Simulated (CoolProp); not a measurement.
cis-2-butene at several states: Z from the reference equation and from simpler models built on Tc = 435.8 K, pc = 4236 kPa, ω = 0.202; each cubic takes its own stable root.

Model: reference Helmholtz-energy equation of state, Lemmon 2005, in CoolProp. It is a short technical equation, of lower accuracy than the large ones.

```tsv
T (K)	p (kPa)	phase	reference
432.9	24100	liquid	0.7373
155.4	19.2	liquid	0.001086
515.1	440	gas	0.9790
494.7	4890	supercritical	0.6916
314.5	42.8	gas	0.9895
219.9	13	liquid	0.0005688
```

Task: How far does each simpler model (van der Waals, Redlich-Kwong, Soave-Redlich-Kwong, Peng-Robinson) lie from the reference over these 6 states: mean and median of the absolute difference, and the worst?

Result: 
- van der Waals: mean 29176.6 %, median 20.2 %, worst +174952.7 % at 219.9 K and 13 kPa
- Redlich-Kwong: mean 5.0 %, median 4.0 %, worst +11.5 % at 155.4 K and 19.2 kPa
- Soave-Redlich-Kwong: mean 4.8 %, median 4.6 %, worst +11.0 % at 155.4 K and 19.2 kPa
- Peng-Robinson: mean 1.8 %, median 1.3 %, worst -4.4 % at 432.9 K and 24100 kPa

At some of these states van der Waals gives the other phase, because its saturation line lies elsewhere.
